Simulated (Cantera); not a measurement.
Input (Python, Cantera) and output of one run.

```python
import numpy as np
import cantera as ct

gas_names = """
    CL CL2 H HCL H2 Si SiCL SiCL2 SiCL3 SiCL4 SiH SiHCL3 SiH2 SiH2CL2 SiH3 SiH3CL SiH4 Si2 Si3
""".split()
cond_names = """
    Si(cr) Si(L)
""".split()


def load(file, names, dense=False):
    # The tables refer to 1 bar. Condensed volumes are neglected.
    table = {s.name: s for s in ct.Species.list_from_file(file)}
    out = []
    for n in names:
        d = dict(table[n].input_data)
        d["thermo"] = dict(d["thermo"], **{"reference-pressure": 1e5})
        if dense:
            d["equation-of-state"] = {"model": "constant-volume", "density": "1e6 g/cm^3"}
        out.append(ct.Species.from_dict(d))
    return out


gas = ct.Solution(thermo="ideal-gas", species=load("nasa_gas.yaml", gas_names))
cond = {s.name: ct.Solution(thermo="fixed-stoichiometry", species=[s], name=s.name)
        for s in load("nasa_condensed.yaml", cond_names, dense=True)}
atoms = {
    'SiCl4': {'Si': 1, 'CL': 4},
    'HCl': {'H': 1, 'CL': 1},
    'H2': {'H': 2},
}
top_T = {}  # K; cautious upper limits of use, not melting points


def equilibrate(T, P, feed):
    n = {}
    for name, mol in feed.items():
        for a, k in atoms[name].items():
            n[a] = n.get(a, 0.0) + k * mol
    gas.TPX = T, P, n
    mass = sum(n.values()) * gas.mean_molecular_weight
    gas.equilibrate("TP")
    valid = [c for c in cond.values() if c.min_temp <= T <= top_T.get(c.name, c.max_temp)]
    mix = ct.Mixture([(gas, mass / gas.mean_molecular_weight)] + [(c, 0.0) for c in valid])
    mix.T, mix.P = T, P
    mix.equilibrate("TP", solver="vcs", rtol=1e-11, max_steps=5000)
    return mix


results = []
feed = {'SiCl4': 1, 'HCl': 4, 'H2': 1.1}  # mol
T = 1298.15  # K
P = 100000  # Pa
mix = equilibrate(T, P, feed)
results.append((T, P, feed, dict(zip(mix.species_names, mix.species_moles))))
x = sorted(zip(gas.X, gas.species_names), reverse=True)
print(f"T = {T:g} K  P = {P:g} Pa  gas = {mix.phase_moles(0):.4g} mol")
print("   x: " + "  ".join(f"{s} {v:.3e}" for v, s in x if v > 0.0001))
print("   condensed (mol): " + ("  ".join(f"{mix.phase(i).name} {mix.phase_moles(i):.4g}"
      for i in range(1, mix.n_phases) if mix.phase_moles(i) > 1e-12) or "none"))
```

It prints:

```
T = 1298.15 K  P = 100000 Pa  gas = 6.105 mol
   x: HCL 6.588e-01  H2 1.774e-01  SiCL4 1.602e-01  SiHCL3 1.948e-03  SiCL3 1.521e-03
   condensed (mol): none
```

Method: chemical equilibrium by Gibbs-energy minimisation in Cantera with the NASA 1993 tables (ideal gas, pure condensed phases). The tables' values for SiCl3 are old estimates; treat these amounts as uncertain.
